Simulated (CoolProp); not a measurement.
Vapour-liquid equilibrium of carbon dioxide (1) + CHF3 (R23) (2) at 236.1 K; x and y are mole fractions of (1).

Computed with CoolProp (multi-fluid Helmholtz-energy mixture model, Span 1996 and Penoncello 2003; pair parameters Bell 2016).

### Question
Give the bubble pressure and the first vapour's composition at x = 0.15, 0.35, 0.45. Is there an azeotrope?

### Answer
x = 0.15: 0.8569 MPa, y = 0.206; x = 0.35: 0.9426 MPa, y = 0.434; x = 0.45: 0.9807 MPa, y = 0.532. No azeotrope shows between x = 0.05 and 0.95.

Pair parameters are fitted to limited data, so mixtures are less certain than the pure fluids.
